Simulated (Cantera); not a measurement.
A perfectly stirred reactor is fed with CH₄ : H₂ : O₂ : N₂ = 1 : 0.13 : 4.13 : 15.5 (molar parts), equivalence ratio 0.50, at 1050 Torr; it is adiabatic with a 750 K inlet, and is followed from long to short residence time, starting on the burning branch (τ in s: 0.027, 0.014, 0.0076, 0.0041, 0.0022, 0.0012, 0.00062, 0.00033, 0.00017, 9.3e-05).

Detailed kinetics in Cantera: GRI-Mech 3.0 (53 species, 325 reactions).

One state of this run: T (K) = 1833; x CH₄ = 3.51e-5; x H₂ = 0.000285; x O₂ = 0.0996; x O = 0.000546; x CH₃ = 7.47e-6. x: mole fraction; the columns are a selection and need not sum to one.

Question: Which value of τ (s) does it belong to?
A) 0.0076
B) 0.0022
C) 0.0012
D) 0.0041

Answer: A, 0.0076
